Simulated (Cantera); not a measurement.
A closed system holds: 1 mol SiCl₄, 0.72 mol Cl₂, 66 mol H₂, equilibrated at 1177 °C and 1330 Pa.

These are equilibrium values from Cantera (NASA tables, ideal gas, pure condensed phases), not measurements of a reactor. Candidate condensed phases: Si; 19 gas species. The tables' values for SiCl₃ are old estimates; treat these amounts as uncertain. The numbers say what is thermodynamically allowed, not how fast it happens.

Base state: H₂ 0.932, HCl 0.0568, SiCl₂ 0.0107, SiCl₃ 0.000253, H 7.91e-5, SiHCl₃ 3.08e-5, SiCl₄ 2.18e-5 (mole fractions); condensed: Si(s).

Problem. What changes in the equilibrium state with this change: temperature from 1177 °C to 777 °C?

Solution. 
```json
[
 {"species": "H₂", "before": "0.932", "after": "0.957"},
 {"species": "HCl", "before": "0.0568", "after": "0.0287"},
 {"species": "SiCl₄", "before": "2.18e-5", "after": "0.00902"},
 {"species": "SiCl₂", "before": "0.0107", "after": "0.00158"},
 {"species": "H", "before": "7.91e-5", "after": "6.87e-8"},
 {"species": "SiHCl₃", "before": "3.08e-5", "after": "0.00313"},
 {"species": "SiH₂Cl₂", "before": "6.75e-6", "after": "0.000123"},
 {"species": "SiCl₃", "before": "0.000253", "after": "0.000888"},
 {"species": "Si(s), mol", "before": "0.244", "after": "0"}
]
```
